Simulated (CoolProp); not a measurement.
Saturated liquid density (kg/m³) of tetrahydrofuran: the reference equation beside estimates from Tc = 267.0 °C, pc = 5.304 MPa, ω = 0.234.

Model: reference Helmholtz-energy equation of state, Fiedler 2023, in CoolProp.

```csv
T (°C),reference,van der Waals,Redlich-Kwong,Soave-Redlich-Kwong,Peng-Robinson
144.15,736.9,453.0,645.5,673.2,763.7
152.95,724.3,444.7,630.7,658.6,747.3
161.75,711.3,436.2,615.3,643.2,730.0
170.55,697.7,427.2,599.2,626.9,711.5
179.35,683.6,417.8,582.2,609.7,692.0
188.15,668.7,407.9,564.4,591.3,671.0
196.95,652.9,397.4,545.5,571.8,648.5
205.75,636.1,386.2,525.4,550.8,624.3
214.55,617.8,374.2,503.9,528.0,597.9
223.35,597.7,361.1,480.6,503.2,568.9
232.15,575.0,346.6,455.0,475.6,536.5
240.95,548.4,330.1,426.2,444.3,499.7
249.75,515.1,310.6,392.5,407.4,456.0
```

Absolute difference from the reference over all 13 rows, mean and median: van der Waals 39.2 and 39.1 %, Redlich-Kwong 17.1 and 16.4 %, Soave-Redlich-Kwong 13.3 and 12.4 %, Peng-Robinson 3.9 and 3.2 %.
